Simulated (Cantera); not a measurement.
An isothermal, constant-pressure homogeneous reactor starts with 50.0 % CH4, 50.0 % H2O, at 1573 K and 16.8 atm.

Detailed kinetics in Cantera: GRI-Mech 3.0 (53 species, 325 reactions). The pressure lies above the range GRI-Mech 3.0 was tuned for (to about 10 atm).

x: mole fraction; the columns are a selection and need not sum to one.

```csv
t (s),x CH4,x H2O,x OH,x C2H4,x CH2O,x H2,x CO
0.000900,0.477,0.496,3.40e-7,0.00553,9.66e-6,0.0176,7.24e-5
0.00181,0.453,0.489,3.24e-7,0.0103,9.05e-6,0.0399,0.000208
0.00365,0.412,0.476,2.97e-7,0.0135,7.14e-6,0.0799,0.000496
0.00734,0.354,0.456,2.74e-7,0.0169,5.34e-6,0.137,0.00117
0.0148,0.288,0.434,2.68e-7,0.0252,3.97e-6,0.202,0.00271
0.0297,0.237,0.414,2.77e-7,0.0335,3.19e-6,0.253,0.00604
0.0598,0.225,0.397,2.71e-7,0.0344,2.79e-6,0.275,0.0123
0.120,0.228,0.373,2.46e-7,0.0311,2.40e-6,0.294,0.0224
0.242,0.229,0.338,2.13e-7,0.0261,1.92e-6,0.321,0.0384
0.488,0.224,0.294,1.75e-7,0.0198,1.47e-6,0.361,0.0613
0.981,0.209,0.246,1.37e-7,0.0134,1.12e-6,0.409,0.0891
1.98,[?],[?],[?],[?],[?],[?],[?]
3.97,[?],[?],[?],[?],8.45e-7,[?],[?]
8.00,0.120,0.116,5.49e-8,0.00225,8.73e-7,0.575,0.172
```

**Question.** Complete the blanks.

**Answer.** 
- 1.98, x CH4: 0.185
- 1.98, x H2O: 0.199
- 1.98, x OH: 1.04e-7
- 1.98, x C2H4: 0.00812
- 1.98, x CH2O: 9.13e-7
- 1.98, x H2: 0.465
- 1.98, x CO: 0.119
- 3.97, x CH4: 0.154
- 3.97, x H2O: 0.155
- 3.97, x OH: 7.68e-8
- 3.97, x C2H4: 0.00446
- 3.97, x H2: 0.521
- 3.97, x CO: 0.147
